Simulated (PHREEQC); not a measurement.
A solution holds 71 mmol/kgw CdCl2 and 0.52 mmol/kgw NiCl2, at 20 °C. Closed to the air; pH follows from the charge balance.

Equilibrium calculation in PHREEQC: ion-association model, wateq4f.dat.

```
Quantity                 Value
--------------  --------------
pH                        5.48
ionic strength  0.0964 mol/kgw
```

```json
[
 {"species": "Cl-", "molality": "0.0790", "activity": "0.0607", "log γ": "-0.114"},
 {"species": "CdCl+", "molality": "0.0454", "activity": "0.0357", "log γ": "-0.105"},
 {"species": "Cd+2", "molality": "0.0165", "activity": "0.00626", "log γ": "-0.421"},
 {"species": "CdCl2", "molality": "0.00867", "activity": "0.00886", "log γ": "0.010"},
 {"species": "Ni+2", "molality": "0.000479", "activity": "0.000182", "log γ": "-0.421"},
 {"species": "CdCl3-", "molality": "0.000401", "activity": "0.000315", "log γ": "-0.105"},
 {"species": "NiCl+", "molality": "3.53e-5", "activity": "2.77e-5", "log γ": "-0.105"},
 {"species": "NiCl2", "molality": "5.98e-6", "activity": "6.11e-6", "log γ": "0.010"}
]
```

Precipitation was switched off in this run. Species that the database lacks are ignored.
